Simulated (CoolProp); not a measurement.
Tetrahydrofuran at 298.15 K and 0.494 MPa is throttled through a valve to 0.307 MPa with no heat exchange. Each further row changes one setting.

Computed with CoolProp (reference Helmholtz-energy equation of state, Fiedler 2023).

```json
[
 {"case": "as stated", "temperature change (K)": "+0.1"},
 {"case": "outlet pressure 0.0921 MPa", "temperature change (K)": "+0.2"},
 {"case": "outlet pressure 0.399 MPa", "temperature change (K)": "+0.0"}
]
```
